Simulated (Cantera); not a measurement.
A closed system holds: 1 mol MgO, 1.5 mol SO2, 3 mol O2, at 1498.15 K and 1200000 Pa.

Equilibrium computed with Cantera from the NASA thermochemical tables; the gas is ideal and each condensed phase is pure. Candidate condensed phases: Mg, MgO, MgS, MgSO4, S; 14 gas species. Mutual solubility and eutectic melting of coexisting phases are not modelled. The numbers say what is thermodynamically allowed, not how fast it happens.

Task: What is the equilibrium state?

Result: 
- x(O2): 0.809
- x(SO2): 0.171
- x(SO3): 0.0201
- x(O): 1.03e-6
- n(MgO(s)): 0.0935 mol
- n(MgSO4(l)): 0.906 mol
- gas amount: 3.109 mol
- log10 activity of S(l) (absent): -10.68
- log10 activity of Mg(l) (absent): -15.68
